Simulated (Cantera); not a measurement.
Charge: 1 mol Si3N4, 0.96 mol N2O, 1.2 mol H2, held at 1873 K.

Method: chemical equilibrium by Gibbs-energy minimisation in Cantera with the NASA 1993 tables (ideal gas, pure condensed phases). Candidate condensed phases: H2O, Si, SiO2, Si2N2O, Si3N4; 35 gas species. Mutual solubility and eutectic melting of coexisting phases are not modelled. Gases not in the tables: Si2H6 and higher silanes. The numbers say what is thermodynamically allowed, not how fast it happens.

**Question.** Which condensed phases are stable at each of these points (P (Pa)): 0.100, 1, 10, 100, 1000, 10000, 100000, 1000000?

**Answer.** 
```csv
P (Pa),condensed phases,Si condensed (%)
0.100,gas only,0.0
1,gas only,0.0
10,Si(l),50.6
100,Si(l),66.4
1000,Si(l),67.8
10000,Si2N2O(s) + Si3N4(s),99.3
100000,Si2N2O(s) + Si3N4(s),100.0
1000000,Si2N2O(s) + Si3N4(s),100.0
```

From 0.100 Pa to 1.00 Pa nothing is condensed. From 10.0 Pa to 1000 Pa the condensed part is Si(l). From 10000 Pa to 1000000 Pa the condensed part is Si2N2O(s) + Si3N4(s).
